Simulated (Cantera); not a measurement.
Charge: 1 mol n-butane, 4.2 mol H2, equilibrated at 75.0 Torr.

Equilibrium computed with Cantera from the NASA thermochemical tables; the gas is ideal and each condensed phase is pure. Candidate condensed phases: C, C6H6, C7H8, C8H18; 76 gas species. Rates play no part.

Q: At 2000 °C, list the 4 most abundant gas species with their mole fractions, and the condensed phases.

A: H2 0.970, H 0.0262, C2H2 (acetylene) 0.00366, CH4 2.13e-5. Condensed: C(graphite).
